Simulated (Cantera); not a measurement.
An adiabatic, constant-pressure homogeneous reactor starts with CH₄ : H₂ : O₂ : N₂ : H₂O = 1 : 0.034 : 2.88 : 10.8 : 0.49 (molar parts), equivalence ratio 0.70, at 1600 K and 44000 Pa.

Cantera simulation using GRI-Mech 3.0 (53 species, 325 reactions); the numbers are that mechanism's predictions, not measurements.

x: mole fraction; the columns are a selection and need not sum to one.

```tsv
t (s)	T (K)	x CH₄	x H₂	x O₂	x NO	x CO₂	x CH₂CO	x C₂H₄
1.00e-5	1600	0.0658	0.00224	0.189	<1e-12	1.32e-11	<1e-12	2.09e-11
1.93e-5	1600	0.0658	0.00224	0.189	<1e-12	7.41e-11	<1e-12	2.23e-10
3.73e-5	1600	0.0658	0.00224	0.189	<1e-12	4.59e-10	<1e-12	2.18e-9
7.20e-5	1600	0.0657	0.00224	0.189	<1e-12	[?]	1.72e-12	[?]
0.000139	1600	0.0657	0.00224	0.189	<1e-12	3.36e-8	7.95e-11	2.62e-7
0.000268	1600	0.0654	0.00226	0.189	1.90e-12	4.93e-7	6.38e-9	4.25e-6
0.000518	1606	0.0632	0.00263	0.188	1.83e-11	1.66e-5	1.57e-6	0.000124
0.00100	2363	<1e-12	0.0131	0.0627	0.000111	0.0395	<1e-12	<1e-12
0.00193	2558	<1e-12	0.00839	0.0598	0.000963	0.0464	<1e-12	<1e-12
0.00373	2580	<1e-12	0.00776	0.0586	0.00279	0.0476	<1e-12	<1e-12
0.00720	2577	<1e-12	0.00774	0.0572	[?]	0.0476	<1e-12	<1e-12
0.0139	2574	<1e-12	0.00773	0.0556	0.00927	0.0477	<1e-12	<1e-12
0.0268	2571	<1e-12	0.00772	0.0545	0.0117	0.0478	<1e-12	<1e-12
0.0518	2570	<1e-12	0.00771	0.0542	0.0123	0.0478	<1e-12	<1e-12
0.100	2570	<1e-12	0.00771	0.0542	0.0124	0.0478	<1e-12	<1e-12
```

Problem. What belongs in the gaps?

Solution. 
- 7.20e-5, x CO₂: 3.43e-9
- 7.20e-5, x C₂H₄: 2.21e-8
- 0.00720, x NO: 0.00572
